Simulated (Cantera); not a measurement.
Calcination and drying: Ca(OH)2 + H2 + CO2

Input: 1 mol Ca(OH)2, 1.6 mol H2, 0.44 mol CO2, equilibrated at 948.15 K and 0.0540 bar.

Equilibrium computed with Cantera from the NASA thermochemical tables; the gas is ideal and each condensed phase is pure. Candidate condensed phases: C, C6H6, C7H8, C8H18, Ca, CaCO3, CaO, Ca(OH)2, H2O; 115 gas species. Equilibrium is a limit: real reactors are often held back by kinetics, nucleation or transport.

- x(H2) = 0.468
- x(H2O) = 0.387
- x(CO2) = 0.0867
- x(CO) = 0.0580
- x(CH4) = 7.43e-6
- n(CaO(s)) = 1.00 mol
- gas amount = 3.040 mol
- log10 activity of C(graphite) (absent) = -2.44
- log10 activity of Ca(OH)2(s) (absent) = -2.73
- log10 activity of Ca(s) (absent) = -18.64
